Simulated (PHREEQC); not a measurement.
Buffer: an equilibrium model

Solution (20 °C): 0.011 mol/kgw KH2PO4, 0.0014 mol/kgw NaOH and 9.1e-05 mol/kgw KCl. Closed to the air; pH follows from the charge balance.

The numbers come from PHREEQC with the ion-association model, phreeqc.dat.

Each row changes one thing in this solution. Precipitation was switched off in this run.

```
case                                   pH  ionic strength (mol/kgw)  H2PO4- (mol/kgw)  HPO4-2 (mol/kgw)  KHPO4- (mol/kgw)  NaHPO4- (mol/kgw)  SI of Sylvite (KCl)  SI of Halite (NaCl)
-----------------------------------  ----  ------------------------  ----------------  ----------------  ----------------  -----------------  -------------------  -------------------
as made                              6.23                    0.0138           0.00960           0.00138           1.87e-5            2.37e-6                -6.98                -8.56
temperature from 20 to 5 °C          6.27                    0.0138           0.00960           0.00138           1.89e-5            2.39e-6                    …                -8.55
temperature from 20 to 35 °C         6.19                    0.0138           0.00960           0.00138           1.85e-5            2.34e-6                -7.05                -8.58
temperature from 20 to 50 °C         6.15                    0.0138           0.00960           0.00138           1.82e-5            2.31e-6                -7.12                -8.59
KCl from 9.1e-05 to 9.1e-06 mol/kgw  6.23                    0.0138           0.00960           0.00138           1.86e-5            2.37e-6                -7.98                -9.56
diluted 10-fold with water           6.33                   0.00139          0.000959          0.000140           2.57e-7            3.25e-8                    …               -10.50
NaOH from 0.0014 to 0.0007 mol/kgw   5.90                    0.0125            0.0103          0.000693           9.58e-6            6.07e-7                -6.97                -8.86
```

Question: Complete the blanks.

Answer: 
- temperature from 20 to 5 °C, SI of Sylvite (KCl): -6.89
- diluted 10-fold with water, SI of Sylvite (KCl): -8.91

Constants without temperature data keep their 25 °C values here.
